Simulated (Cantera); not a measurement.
Input (Python, Cantera):

```python
import numpy as np
import cantera as ct

gas = ct.Solution("gri30.yaml")
gas.TPX = 350, 1000000, {'CH4': 1, 'C2H6': 0.82, 'C3H8': 0.19, 'O2': 5.82, 'N2': 21.9}
inlet = ct.Reservoir(gas, clone=True)
gas.equilibrate("HP")  # start burning
reactor = ct.IdealGasConstPressureReactor(gas, energy="on", clone=False)
exhaust = ct.Reservoir(gas, clone=True)
tau = [0.17, 0.075, 0.033, 0.015, 0.0067, 0.003, 0.0013, 0.00059, 0.00027, 0.00012, 5.3e-05][0]
for a, b in ((inlet, reactor), (reactor, exhaust)):
    ct.MassFlowController(a, b, mdot=lambda t: reactor.mass / tau)
net = ct.ReactorNet([reactor])
show = ['CH4', 'C2H6', 'C3H8', 'NO', 'OH', 'C2H']

rows = []
print(f"{'tau/s':>10s}{'T/K':>9s}" + "".join(f"{s:>11s}" for s in show))
for tau in [0.17, 0.075, 0.033, 0.015, 0.0067, 0.003, 0.0013, 0.00059, 0.00027, 0.00012, 5.3e-05]:
    net.initial_time = 0.0
    net.advance(30 * tau)
    before = gas.X
    net.advance(40 * tau)
    drift = np.max(np.abs(gas.X - before) / (gas.X + 1e-9))
    rows.append([gas.T, *gas[show].X, drift])
    print(f"{tau:10.3e}{gas.T:9.1f}" + "".join(f"{x:11.3e}" for x in gas[show].X))
```

It prints:

```
     tau/s      T/K        CH4       C2H6       C3H8         NO         OH        C2H
 1.700e-01   2322.8  2.816e-07  1.177e-08  3.270e-09  1.710e-03  2.100e-03  6.430e-10
 7.500e-02   2322.3  6.139e-07  2.648e-08  7.342e-09  1.497e-03  2.144e-03  1.435e-09
 3.300e-02   2320.5  1.302e-06  5.955e-08  1.642e-08  1.214e-03  2.224e-03  3.169e-09
 1.500e-02   2316.4  2.574e-06  1.293e-07  3.527e-08  9.375e-04  2.350e-03  6.663e-09
 6.700e-03   2308.2  4.901e-06  2.843e-07  7.600e-08  7.091e-04  2.553e-03  1.386e-08
 3.000e-03   2294.5  8.830e-06  6.186e-07  1.602e-07  5.475e-04  2.852e-03  2.770e-08
 1.300e-03   2273.5  1.570e-05  1.370e-06  3.389e-07  4.301e-04  3.273e-03  5.407e-08
 5.900e-04   2246.3  2.689e-05  2.857e-06  6.708e-07  3.462e-04  3.757e-03  9.585e-08
 2.700e-04   2211.6  4.691e-05  5.841e-06  1.297e-06  2.770e-04  4.270e-03  1.582e-07
 1.200e-04   2165.7  8.841e-05  1.230e-05  2.577e-06  2.127e-04  4.733e-03  2.482e-07
 5.300e-05   2105.0  1.869e-04  2.732e-05  5.425e-06  1.498e-04  4.901e-03  3.699e-07
```

Computed with Cantera and GRI-Mech 3.0 (53 species, 325 reactions).
